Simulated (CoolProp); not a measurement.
Properties of ammonia along the isotherm 436.2 K (Tc = 405.6 K, pc = 11.36 MPa, ω = 0.256).

Model: reference Helmholtz-energy equation of state, Gao 2020, in CoolProp.

```json
[
 {"p (MPa)": "0.406", "phase": "gas", "cp (kJ/(kg K))": "2.386", "cv (kJ/(kg K))": "1.871", "isothermal compressibility (1/MPa)": "2.489", "expansivity (1/kK)": "2.379"},
 {"p (MPa)": "0.812", "phase": "gas", "cp (kJ/(kg K))": "2.434", "cv (kJ/(kg K))": "1.890", "isothermal compressibility (1/MPa)": "1.258", "expansivity (1/kK)": "2.471"},
 {"p (MPa)": "1.22", "phase": "gas", "cp (kJ/(kg K))": "2.485", "cv (kJ/(kg K))": "1.911", "isothermal compressibility (1/MPa)": "0.8464", "expansivity (1/kK)": "2.567"},
 {"p (MPa)": "1.62", "phase": "gas", "cp (kJ/(kg K))": "2.537", "cv (kJ/(kg K))": "1.931", "isothermal compressibility (1/MPa)": "0.6446", "expansivity (1/kK)": "2.667"},
 {"p (MPa)": "2.03", "phase": "gas", "cp (kJ/(kg K))": "2.593", "cv (kJ/(kg K))": "1.952", "isothermal compressibility (1/MPa)": "0.5206", "expansivity (1/kK)": "?"},
 {"p (MPa)": "2.44", "phase": "gas", "cp (kJ/(kg K))": "?", "cv (kJ/(kg K))": "1.973", "isothermal compressibility (1/MPa)": "0.4385", "expansivity (1/kK)": "2.889"},
 {"p (MPa)": "2.84", "phase": "gas", "cp (kJ/(kg K))": "2.712", "cv (kJ/(kg K))": "1.995", "isothermal compressibility (1/MPa)": "0.3815", "expansivity (1/kK)": "3.006"},
 {"p (MPa)": "3.25", "phase": "gas", "cp (kJ/(kg K))": "?", "cv (kJ/(kg K))": "2.017", "isothermal compressibility (1/MPa)": "?", "expansivity (1/kK)": "3.134"},
 {"p (MPa)": "3.65", "phase": "gas", "cp (kJ/(kg K))": "2.843", "cv (kJ/(kg K))": "2.039", "isothermal compressibility (1/MPa)": "0.3050", "expansivity (1/kK)": "?"},
 {"p (MPa)": "4.06", "phase": "gas", "cp (kJ/(kg K))": "2.915", "cv (kJ/(kg K))": "2.062", "isothermal compressibility (1/MPa)": "0.2781", "expansivity (1/kK)": "3.410"},
 {"p (MPa)": "4.46", "phase": "gas", "cp (kJ/(kg K))": "2.989", "cv (kJ/(kg K))": "2.085", "isothermal compressibility (1/MPa)": "0.2569", "expansivity (1/kK)": "3.559"},
 {"p (MPa)": "4.87", "phase": "gas", "cp (kJ/(kg K))": "3.070", "cv (kJ/(kg K))": "2.109", "isothermal compressibility (1/MPa)": "0.2390", "expansivity (1/kK)": "?"},
 {"p (MPa)": "5.28", "phase": "gas", "cp (kJ/(kg K))": "3.155", "cv (kJ/(kg K))": "2.134", "isothermal compressibility (1/MPa)": "0.2241", "expansivity (1/kK)": "3.896"},
 {"p (MPa)": "5.68", "phase": "gas", "cp (kJ/(kg K))": "3.243", "cv (kJ/(kg K))": "2.158", "isothermal compressibility (1/MPa)": "0.2118", "expansivity (1/kK)": "4.078"}
]
```

**Question.** Complete the blanks.

**Answer.** 
- 2.03, expansivity (1/kK): 2.775
- 2.44, cp (kJ/(kg K)): 2.652
- 3.25, cp (kJ/(kg K)): 2.777
- 3.25, isothermal compressibility (1/MPa): 0.3379
- 3.65, expansivity (1/kK): 3.266
- 4.87, expansivity (1/kK): 3.722
